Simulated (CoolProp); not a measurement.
Properties of ethylene along the isobar 16200 kPa (Tc = 282.4 K, pc = 5042 kPa, ω = 0.087).

Computed with CoolProp (reference Helmholtz-energy equation of state, Smukala 2000).

```json
[
 {"T (K)": "199.6", "phase": "liquid", "speed of sound (m/s)": "1233", "Joule-Thomson coefficient (K/MPa)": "-0.3975", "fugacity coefficient": "0.04167"},
 {"T (K)": "215.5", "phase": "liquid", "speed of sound (m/s)": "1130", "Joule-Thomson coefficient (K/MPa)": "-0.3390", "fugacity coefficient": "0.07111"},
 {"T (K)": "231.5", "phase": "liquid", "speed of sound (m/s)": "1026", "Joule-Thomson coefficient (K/MPa)": "-0.2590", "fugacity coefficient": "0.1109"},
 {"T (K)": "247.4", "phase": "liquid", "speed of sound (m/s)": "923.8", "Joule-Thomson coefficient (K/MPa)": "-0.1514", "fugacity coefficient": "0.1601"},
 {"T (K)": "263.3", "phase": "liquid", "speed of sound (m/s)": "822.6", "Joule-Thomson coefficient (K/MPa)": "-0.005406", "fugacity coefficient": "0.2178"},
 {"T (K)": "279.2", "phase": "liquid", "speed of sound (m/s)": "724.0", "Joule-Thomson coefficient (K/MPa)": "0.1952", "fugacity coefficient": "0.2818"},
 {"T (K)": "295.1", "phase": "supercritical", "speed of sound (m/s)": "630.2", "Joule-Thomson coefficient (K/MPa)": "0.4733", "fugacity coefficient": "0.3498"},
 {"T (K)": "311", "phase": "supercritical", "speed of sound (m/s)": "545.3", "Joule-Thomson coefficient (K/MPa)": "0.8537", "fugacity coefficient": "0.4188"},
 {"T (K)": "327", "phase": "supercritical", "speed of sound (m/s)": "474.7", "Joule-Thomson coefficient (K/MPa)": "1.341", "fugacity coefficient": "0.4865"},
 {"T (K)": "342.9", "phase": "supercritical", "speed of sound (m/s)": "424.7", "Joule-Thomson coefficient (K/MPa)": "1.863", "fugacity coefficient": "0.5493"},
 {"T (K)": "358.8", "phase": "supercritical", "speed of sound (m/s)": "395.6", "Joule-Thomson coefficient (K/MPa)": "2.296", "fugacity coefficient": "0.6062"},
 {"T (K)": "374.7", "phase": "supercritical", "speed of sound (m/s)": "382.6", "Joule-Thomson coefficient (K/MPa)": "2.548", "fugacity coefficient": "0.6566"},
 {"T (K)": "390.6", "phase": "supercritical", "speed of sound (m/s)": "379.4", "Joule-Thomson coefficient (K/MPa)": "2.628", "fugacity coefficient": "0.7008"},
 {"T (K)": "406.5", "phase": "supercritical", "speed of sound (m/s)": "381.6", "Joule-Thomson coefficient (K/MPa)": "2.590", "fugacity coefficient": "0.7394"}
]
```
